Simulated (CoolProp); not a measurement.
Saturation properties of R124.

The numbers come from the reference Helmholtz-energy equation of state, de Vries 1995 in CoolProp.

```csv
T (°C),p (kPa),liquid density (kg/m³),vapour density (kg/m³),enthalpy of vaporisation (kJ/kg)
-48.35,16.38,1577,1.210,182.0
-40.25,___,1555,1.868,178.5
-32.15,39.97,1532,2.785,175.0
-24.05,59.31,1509,4.028,171.4
-16.05,85.11,1486,5.649,167.8
-7.95,119.5,1461,7.774,___
0.15,164.0,1437,10.48,159.9
8.25,220.2,1411,13.87,155.8
16.35,290.3,1385,18.08,151.5
24.45,___,1357,23.24,146.9
32.55,480.1,1329,29.52,142.0
```

Fill in the missing entries.


- -40.25, p (kPa): 26.06
- -7.95, enthalpy of vaporisation (kJ/kg): 163.9
- 24.45, p (kPa): 376.2

It boils at -12.0 °C under 1 atm.
